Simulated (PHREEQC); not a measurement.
1 kg of water holding 0.11 mol NaCl, 0.0047 mol KCl, 0.29 mol MgCl2 and 0.019 mol CaCl2 is evaporated at 60 °C; the solids stay in contact with the brine. The system is closed to CO2. Solids allowed: Bischofite, Brucite, Carnallite, Halite, Portlandite, Sylvite, MgCl2_4H2O. Others were left out.

Base run: PHREEQC, Pitzer model, pitzer.dat. Each further column changes one thing. The table gives water activity.

```json
[
 {"H2O removed (mol)": "0", "base": "0.982", "temperature from 60 to 50 °C": "0.981", "temperature from 60 to 25 °C": "0.981"},
 {"H2O removed (mol)": "18.01", "base": "0.972", "temperature from 60 to 50 °C": "0.972", "temperature from 60 to 25 °C": "0.971"},
 {"H2O removed (mol)": "24.69", "base": "0.965", "temperature from 60 to 50 °C": "0.964", "temperature from 60 to 25 °C": "0.964"},
 {"H2O removed (mol)": "34.69", "base": "0.944", "temperature from 60 to 50 °C": "0.943", "temperature from 60 to 25 °C": "0.942"},
 {"H2O removed (mol)": "41.44", "base": "0.908", "temperature from 60 to 50 °C": "0.907", "temperature from 60 to 25 °C": "0.904"},
 {"H2O removed (mol)": "43.95", "base": "0.880", "temperature from 60 to 50 °C": "0.878", "temperature from 60 to 25 °C": "0.874"},
 {"H2O removed (mol)": "47.7", "base": "0.793", "temperature from 60 to 50 °C": "0.789", "temperature from 60 to 25 °C": "0.780"},
 {"H2O removed (mol)": "50.23", "base": "0.641", "temperature from 60 to 50 °C": "0.634", "temperature from 60 to 25 °C": "0.620"},
 {"H2O removed (mol)": "51.17", "base": "0.569", "temperature from 60 to 50 °C": "0.563", "temperature from 60 to 25 °C": "0.550"},
 {"H2O removed (mol)": "52.58", "base": "0.361", "temperature from 60 to 50 °C": "0.350", "temperature from 60 to 25 °C": "0.324"}
]
```

Constants without temperature data keep their 25 °C values here.
